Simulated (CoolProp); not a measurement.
Computed with CoolProp (reference Helmholtz-energy equation of state, Wu 2011).

Problem. For dimethyl ether, give the phase and the cp (kJ/(kg K)), speed of sound (m/s) at 415.8 K and 0.0253 MPa; 415.8 K and 2.12 MPa; 415.8 K and 3.3 MPa.

Solution. 
- 415.8 K and 0.0253 MPa: gas; cp 1.78, speed of sound 289
- 415.8 K and 2.12 MPa: gas; cp 2.01, speed of sound 258
- 415.8 K and 3.3 MPa: gas; cp 2.26, speed of sound 238
